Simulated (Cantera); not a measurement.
A Cantera script and its output.

```python
import numpy as np
import cantera as ct

gas = ct.Solution("h2o2.yaml")
gas.TPX = 425, 101325, {'H2': 1, 'O2': 0.385, 'N2': 1.45}
flame = ct.FreeFlame(gas, width=0.04)
flame.set_refine_criteria(ratio=3, slope=0.08, curve=0.16)
flame.transport_model = "unity-Lewis-number"
flame.solve(loglevel=0, auto=True)
z, T = flame.grid, flame.T
thick = (T[-1] - T[0]) / np.gradient(T, z).max()
show = ['H2', 'O2', 'HO2', 'H', 'OH', 'H2O2']
print(f"laminar burning velocity  {flame.velocity[0] * 100:.3f} cm/s")
print(f"burnt temperature         {T[-1]:.1f} K")
print(f"thermal thickness         {thick * 1e3:.4f} mm")
print(f"grid points               {len(z)}")
z0 = z[flame.heat_release_rate.argmax()]
print(f"{'z/mm':>9s}{'T/K':>9s}{'u/(m/s)':>9s}" + "".join(f"{s:>11s}" for s in show))
rows = []
for k in (-3, -2, -1.5, -1, -0.5, -0.25, 0, 0.25, 0.5, 1, 2, 4, 8):
    zz = z0 + k * thick
    rows.append([k * thick, np.interp(zz, z, T), np.interp(zz, z, flame.velocity),
                 *(np.interp(zz, z, flame.X[gas.species_index(s)]) for s in show)])
    print(f"{rows[-1][0] * 1e3:9.3f}{rows[-1][1]:9.1f}{rows[-1][2]:9.3f}" + "".join(f"{x:11.3e}" for x in rows[-1][3:]))
```

Output:

```
laminar burning velocity  308.517 cm/s
burnt temperature         2405.2 K
thermal thickness         0.3252 mm
grid points               113
     z/mm      T/K  u/(m/s)         H2         O2        HO2          H         OH       H2O2
   -0.975    425.0    3.085  3.527e-01  1.358e-01  2.705e-09  1.389e-13  3.174e-13  2.412e-10
   -0.650    425.0    3.085  3.527e-01  1.358e-01  5.632e-08  3.991e-12  9.238e-12  5.069e-09
   -0.488    425.1    3.086  3.527e-01  1.358e-01  4.626e-07  4.157e-11  1.018e-10  4.182e-08
   -0.325    426.4    3.095  3.526e-01  1.357e-01  4.496e-06  8.905e-10  2.732e-09  4.030e-07
   -0.163    476.3    3.447  3.475e-01  1.329e-01  1.581e-04  9.152e-06  1.185e-05  1.043e-05
   -0.081    763.5    5.427  3.122e-01  1.151e-01  2.318e-04  3.432e-03  5.350e-04  1.639e-05
    0.000   1235.8    8.529  2.021e-01  6.588e-02  7.307e-05  4.018e-02  2.716e-03  3.780e-06
    0.081   1535.0   10.385  1.093e-01  2.412e-02  2.238e-05  7.462e-02  7.790e-03  2.299e-06
    0.163   1685.0   11.270  8.937e-02  1.241e-02  1.031e-05  7.320e-02  1.080e-02  1.499e-06
    0.325   1841.7   12.163  8.923e-02  8.342e-03  6.109e-06  5.837e-02  1.249e-02  7.858e-07
    0.650   1996.7   13.019  9.121e-02  5.753e-03  3.792e-06  4.271e-02  1.270e-02  4.022e-07
    1.301   2136.4   13.768  9.201e-02  3.499e-03  2.187e-06  2.946e-02  1.149e-02  2.202e-07
    2.601   2248.8   14.358  9.220e-02  1.827e-03  1.152e-06  1.927e-02  9.214e-03  1.292e-07
```

Model: the H2/O2 subset of GRI-Mech 3.0, which has no nitrogen chemistry, integrated in Cantera. Unity Lewis numbers drop preferential diffusion, which matters most where H2 and H carry the flame. Burning velocities carry a grid error of a few per cent, more on coarse grids.
